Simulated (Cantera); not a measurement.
An isothermal, constant-pressure homogeneous reactor starts with N2O : N2 = 2.6 : 0.22 (molar parts), at 1575 K and 760 Torr.

Computed with Cantera and GRI-Mech 3.0 (53 species, 325 reactions). GRI-Mech 3.0 was tuned for natural gas; its chemistry of N2O as a main component is partial and can be far from experiment. The temperature is held fixed by assumption; the heat of reaction is taken as removed at once.

One state of this run: x N2O = 7.00e-6; x O2 = 0.244; x NO = 0.141; x N2 = 0.614; x NO2 = 0.000658. x: mole fraction; the columns are a selection and need not sum to one.

**Question.** Which value of t (s) does it belong to?
A. 70.0
B. 0.0108
C. 7.80
D. 0.0323

**Answer.** C, 7.80
